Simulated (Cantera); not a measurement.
**Moist CO burnout**

An isothermal, constant-pressure homogeneous reactor starts with 0.249 % CO, 8.18 % O2, 2.67 % H2O, 88.9 % N2, at 1098 K and 0.450 bar.

Cantera simulation using GRI-Mech 3.0 (53 species, 325 reactions); the numbers are that mechanism's predictions, not measurements.

```tsv
t (s)	x CO	x O2	x H2O	x OH	x N2O	x HO2	x H2
7.00e-6	0.00249	0.0818	0.0267	<1e-12	<1e-12	<1e-12	<1e-12
2.54e-5	0.00249	0.0818	0.0267	1.12e-12	<1e-12	<1e-12	<1e-12
9.21e-5	0.00249	0.0818	0.0267	8.16e-12	<1e-12	2.53e-12	<1e-12
0.000334	0.00249	0.0818	0.0267	7.75e-11	<1e-12	1.40e-11	<1e-12
0.00121	0.00249	0.0818	0.0267	9.05e-10	<1e-12	2.61e-10	2.08e-11
0.00439	0.00249	0.0818	0.0267	7.25e-8	3.10e-12	3.50e-8	3.25e-9
0.0159	0.00168	0.0814	0.0266	5.03e-5	1.74e-8	4.48e-6	1.60e-5
0.0578	0.000294	0.0808	0.0267	2.37e-5	6.16e-8	1.35e-6	2.66e-6
0.210	2.45e-5	0.0807	0.0267	8.19e-6	8.05e-8	1.55e-7	2.03e-7
0.760	1.39e-6	0.0806	0.0267	2.50e-6	8.52e-8	1.20e-8	1.41e-8
2.76	5.06e-8	0.0806	0.0267	8.61e-7	8.38e-8	1.33e-9	1.22e-9
10.0	4.40e-10	0.0806	0.0267	4.09e-7	7.41e-8	7.57e-10	2.49e-10
```
x: mole fraction; the columns are a selection and need not sum to one.

Equilibrium at this temperature and pressure: CO 1.66e-11, O2 0.0806, H2O 0.0267, OH 3.28e-7, N2O 2.97e-9, HO2 8.02e-10, H2 1.77e-10 (gas phase only).
